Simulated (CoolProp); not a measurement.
Aqueous potassium acetate as a coolant, at 26 °C, 1 atm.

Computed with CoolProp (Melinder's fits for secondary coolants).

```
mass %  freezing point (°C)  viscosity (mPa s)  Prandtl number  density (kg/m³)  cp (kJ/(kg K))
------  -------------------  -----------------  --------------  ---------------  --------------
1.4                    -0.5              0.903            6.17             1006           4.126
5.7                    -2.3               1.00            6.75             1029           3.969
9.9                    -4.5               1.11            7.42             1049           3.829
14.2                   -7.0               1.24            8.20             1069           3.694
18.5                  -10.0               1.39            9.11             1091           3.566
22.8                  -13.8               1.57            10.2             1114           3.442
27.1                  -18.9               1.80            11.5             1139           3.322
31.4                  -25.4               2.08            13.2             1163           3.204
35.7                  -33.3               2.45            15.4             1187           3.088
39.9                  -41.9               2.91            18.2             1211           2.977
44.2                  -50.6               3.49            21.6             1237           2.866
```
